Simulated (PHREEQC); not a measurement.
Make-up at 25 °C: 4.6 mol/kgw NaCl, 0.0048 mol/kgw H3BO3 and 0.27 mol/kgw MgCl2. Closed to the air; pH follows from the charge balance.

All values are PHREEQC results (Pitzer model, pitzer.dat), not measurements.

No solid was allowed to form.

### Question
What pH, osmotic coefficient, density does the model give?

### Answer
pH 4.78; osmotic coefficient 1.247; density 1.170 g/cm³.

In brines, pH and single-ion activities rest on the MacInnes convention.
